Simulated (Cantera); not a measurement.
A perfectly stirred reactor is fed with 20.4 % H2, 16.7 % O2, 62.8 % N2, 0.147 % NO, at 578 Torr; it is adiabatic with a 823 K inlet, and is followed from long to short residence time, starting on the burning branch (τ in s: 0.078, 0.027, 0.0094, 0.0033, 0.0011, 0.00039, 0.00014, 4.7e-05, 1.6e-05, 5.6e-06).

Cantera simulation using GRI-Mech 3.0 (53 species, 325 reactions); the numbers are that mechanism's predictions, not measurements. The mechanism lacks 2 NO + O2 → 2 NO2 and HONO, so NO2 and the effect of NO are under-described below about 1400 K.

One state of this run: T (K) = 2101; x H2 = 0.00865; x O2 = 0.0700; x NO = 0.00171; x HO2 = 8.45e-6; x H2O2 = 2.77e-7. x: mole fraction; the columns are a selection and need not sum to one.

Which value of τ (s) does it belong to?
A) 0.078
B) 4.7e-5
C) 0.027
D) 0.0011

D, 0.0011
